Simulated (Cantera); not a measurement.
Input: 1 mol SiH₂Cl₂, 27 mol NH₃, 3.1 mol N₂, held at 1323.15 K and 35.0 mbar.

Cantera equilibrium calculation (NASA polynomials, part measured and part estimated; ideal gas, pure solids and liquids). Candidate condensed phases: NH₄Cl, Si, Si₃N₄; 28 gas species. Equilibrium is a limit: real reactors are often held back by kinetics, nucleation or transport.

**Question.** What is the equilibrium state?

**Answer.** 
* **x(H₂)**: 0.693
* **x(N₂)**: 0.273
* **x(HCl)**: 0.0342
* **x(SiCl₂)**: 9.61e-6
* **x(H)**: 7.07e-6
* **x(NH₃)**: 1.19e-6
* **n(Si₃N₄(s))**: 0.333 mol
* **gas amount**: 58.43 mol
* **log10 activity of Si(s) (absent)**: -2.68
